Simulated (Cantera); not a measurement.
Gas mixture: H2 : CH3OH = 0.25 : 0.86 (molar parts), at 0.132 atm, frozen composition.

Cantera's kinetic-theory transport with the Lennard-Jones parameters of GRI-Mech 3.0, ideal gas; thermal conductivity in the mixture-averaged form. Polar gases are described roughly by these parameters.

One state of this run: ρ (kg/m³) = 0.0507; cp (J/kg/K) = 2710; μ (µPa s) = 26.1; λ (mW/m/K) = 126; Pr = 0.560; D (cm²/s) H2 = 26.6; D (cm²/s) NO = 8.31; D (cm²/s) CO2 = 6.49. D: mixture-averaged diffusion coefficient of that species in the mixture.

Problem. Which value of T (K) does it belong to?
A) 700
B) 600
C) 800
D) 500

Solution. C, 800
